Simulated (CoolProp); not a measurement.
Vapour-liquid equilibrium of carbon dioxide (1) + R143a (2) at -21.85 °C; x and y are mole fractions of (1).

Computed with CoolProp (multi-fluid Helmholtz-energy mixture model, Span 1996 and Lemmon and Jacobsen 2000; pair parameters Bell 2016).

Give the bubble pressure and the first vapour's composition at x = 0.25, 0.55, 0.85. Is there an azeotrope?

x = 0.25: 0.6771 MPa, y = 0.646; x = 0.55: 1.185 MPa, y = 0.861; x = 0.85: 1.628 MPa, y = 0.955. No azeotrope shows between x = 0.05 and 0.95.

The pair parameters rest on a limited set of measurements; away from them the model extrapolates. The gap from Raoult's law changes sign with composition, which may be real or a fault of the pair parameters; it wasn't checked against measurements.
